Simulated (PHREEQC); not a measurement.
Solution (25 °C): 0.003 mol H2SO4, 0.26 mol Li2SO4 and 0.0038 mol MgSO4 per kg of water. Closed to the air; pH follows from the charge balance.

Equilibrium calculation in PHREEQC: ion-association model, phreeqc.dat.

This is a speciation only: nothing precipitates in the calculation.

Task: What pH, ionic strength, activity of water does the model give?

Result: pH 2.99; ionic strength 0.642 mol/kgw; activity of water 0.988.

Task: In which forms is S present?

Result: SO4-2 71 %, LiSO4- 27 %, HSO4- 1.7 %, MgSO4 1.0 % of the S.

Complexes and solids missing from the database can't appear.
